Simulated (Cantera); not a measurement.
# Nb + H2O (tantalum, niobium, vanadium and zirconium in process gases)

Feed: 1 mol Nb, 0.029 mol H2O, equilibrated at 4.90 Pa.

These are equilibrium values from Cantera (NASA tables, ideal gas, pure condensed phases), not measurements of a reactor. Candidate condensed phases: H2O, Nb, NbO, NbO2, Nb2O5; 12 gas species. Mutual solubility and eutectic melting of coexisting phases are not modelled. NbO: taken at fixed stoichiometry. Condensed phases not in the tables: N, O or C dissolved in the metal. The numbers say what is thermodynamically allowed, not how fast it happens.

From 1425 K to 2175 K the condensed part is Nb(s) + NbO(s). From 2325 K to 2475 K the condensed part is Nb(s).

```
T (K)  log p H2  log p H  log p NbO  log p NbO2  log p H2O  n Nb(s)  n NbO(s)
-----  --------  -------  ---------  ----------  ---------  -------  --------
1425      -4.31    -7.32     -13.10      -12.73      -8.83    0.971    0.0290
1575      -4.31    -6.54     -11.00      -10.58      -8.26    0.971    0.0290
1725      -4.32    -5.89      -9.28       -8.81      -7.81    0.971    0.0290
1875      -4.35    -5.36      -7.83       -7.33      -7.45    0.971    0.0289
2025      -4.44    -4.94      -6.61       -6.09      -7.21    0.972    0.0277
2175      -4.78    -4.70      -5.57       -5.02      -7.27    0.981   0.00535
2325      -5.17    -4.55      -5.18       -5.14      -7.95    0.981         0
2475      -5.69    -4.49      -4.95       -5.46      -8.81    0.977         0
```
log p: log10 of the partial pressure in bar; n: condensed amount in mol.
